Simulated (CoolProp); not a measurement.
The fluid at 452.42 K and 0.845 MPa is throttled through a valve to 0.142 MPa with no heat exchange. The same conditions are run with several fluids, on thermodynamics alone (safety and materials aside).

Values from CoolProp's reference Helmholtz-energy equation of state of each fluid (CF4 (R14): Platzer 1990; R227EA: Lemmon 2016; n-perfluoropentane: Gao 2022; methane: Setzmann 1991). The equations of Platzer and Polt are older, rougher fits.

### Question
Rank CF4 (R14), R227EA, n-perfluoropentane, methane by temperature change (K), highest first.

### Answer
methane (-1.1), CF4 (R14) (-1.5), R227EA (-3.6), n-perfluoropentane (-4.8)

```csv
fluid,final density (kg/m³)
CF4 (R14),3.33
R227EA,6.53
n-perfluoropentane,11.2
methane,0.607
```
